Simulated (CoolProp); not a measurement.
Computed with CoolProp (reference Helmholtz-energy equation of state, Lemmon 2006). It is a short technical equation, of lower accuracy than the large ones.

Problem. For C3F8 (R218), give the phase and the density (kg/m³), Joule-Thomson coefficient (K/MPa), isothermal compressibility (1/MPa), expansivity (1/kK) at 77.65 °C and 7.59 bar; 88.75 °C and 7.59 bar; 122.25 °C and 7.59 bar.

Solution. 
- 77.65 °C and 7.59 bar: gas; density 54.1, Joule-Thomson coefficient 8.66, isothermal compressibility 1.47, expansivity 4.06
- 88.75 °C and 7.59 bar: gas; density 51.8, Joule-Thomson coefficient 7.74, isothermal compressibility 1.45, expansivity 3.78
- 122.25 °C and 7.59 bar: gas; density 46.2, Joule-Thomson coefficient 5.78, isothermal compressibility 1.41, expansivity 3.17
